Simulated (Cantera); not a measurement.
Feed: 1 mol (CH3)2SiCl2, 0.13 mol C2H2, 20 mol H2, 0.071 mol C2H4, held at 2027 °C.

Equilibrium computed with Cantera from the NASA thermochemical tables; the gas is ideal and each condensed phase is pure. Candidate condensed phases: C, C6H6, C7H8, C8H18, Si, SiC; 109 gas species. The feed counts by its element totals alone. Gases not in the tables: Si2H6 and higher silanes. Kinetics and transport are ignored.

Which condensed phases are stable at each of these points (P (Pa)): 100, 240, 560, 1300, 3200, 7500, 18000, 42000, 100000?


```tsv
P (Pa)	condensed phases	Si condensed (%)
100	C(graphite)	0.0
240	C(graphite)	0.0
560	C(graphite) + SiC(s)	8.5
1300	C(graphite) + SiC(s)	58.6
3200	C(graphite) + SiC(s)	80.4
7500	C(graphite) + SiC(s)	88.8
18000	C(graphite) + SiC(s)	92.6
42000	C(graphite) + SiC(s)	94.2
100000	C(graphite) + SiC(s)	94.9
```

From 1.00 mbar to 2.40 mbar the condensed part is C(graphite). From 5.60 mbar to 1.00 bar the condensed part is C(graphite) + SiC(s).
